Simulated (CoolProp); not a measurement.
Properties of n-undecane along the isotherm 620 K (Tc = 638.8 K, pc = 19.90 bar, ω = 0.539).

Model: reference Helmholtz-energy equation of state, Aleksandrov 2011, in CoolProp. It is a short technical equation, of lower accuracy than the large ones.

```tsv
p (bar)	phase	Z	fugacity coefficient
0.629	gas	0.9862	0.9863
1.06	gas	0.9766	0.9770
1.79	gas	0.9600	0.9613
3.03	gas	0.9311	0.9348
5.11	gas	0.8799	0.8909
8.62	gas	___	0.8181
14.5	gas	0.5501	___
24.5	liquid	0.1765	0.4535
41.4	liquid	0.2795	___
69.9	liquid	0.4450	___
118	liquid	0.7090	0.1717
199	liquid	1.127	___
```

Problem. Some entries are withheld; supply them.

Solution. 
- 8.62, Z: 0.7830
- 14.5, fugacity coefficient: 0.6959
- 41.4, fugacity coefficient: 0.3018
- 69.9, fugacity coefficient: 0.2154
- 199, fugacity coefficient: 0.1631
